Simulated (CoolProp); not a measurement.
n-heptane along the isotherm 600 K: Z from the reference equation and from simpler models built on Tc = 541.2 K, pc = 2774 kPa, ω = 0.349; each cubic takes its own stable root.

The numbers come from the reference Helmholtz-energy equation of state, Span 2003 in CoolProp. It is a short technical equation, of lower accuracy than the large ones.

```tsv
p (kPa)	phase	reference	van der Waals	Redlich-Kwong	Peng-Robinson
297	gas	0.9739	0.9748	0.9726	0.9711
594	gas	0.9469	0.9486	0.9444	0.9417
892	gas	0.9189	0.9211	0.9153	0.9116
1190	gas	0.8899	0.8923	0.8851	0.8811
1490	gas	0.8595	0.8616	0.8536	0.8497
1780	gas	0.8290	0.8301	0.8219	0.8187
2080	gas	0.7962	0.7953	0.7877	0.7861
2380	gas	0.7620	0.7576	0.7518	0.7528
2670	gas	0.7277	0.7178	0.7153	0.7200
2970	supercritical	0.6909	0.6721	0.6755	0.6855
3270	supercritical	0.6530	0.6204	0.6335	0.6508
3570	supercritical	0.6142	0.5620	0.5897	0.6163
3860	supercritical	0.5764	0.5046	0.5472	0.5839
4160	supercritical	0.5377	0.4638	0.5069	0.5527
```
